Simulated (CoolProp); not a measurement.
Vapour-liquid equilibrium of ethylene (1) + 1-butene (2) at 202.2 K; x and y are mole fractions of (1).

The numbers come from the multi-fluid Helmholtz-energy mixture model, Smukala 2000 and Lemmon 2005; pair parameters Bell 2016 in CoolProp.

Problem. Give the bubble pressure and the first vapour's composition at x = 0.2, 0.65, 0.725. Is there an azeotrope?

Solution. x = 0.2: 0.1027 MPa, y = 0.974; x = 0.65: 0.3223 MPa, y = 0.996; x = 0.725: 0.3586 MPa, y = 0.997. No azeotrope shows between x = 0.05 and 0.95.

The pair parameters rest on a limited set of measurements; away from them the model extrapolates. The gap from Raoult's law changes sign with composition, which may be real or a fault of the pair parameters; it wasn't checked against measurements.
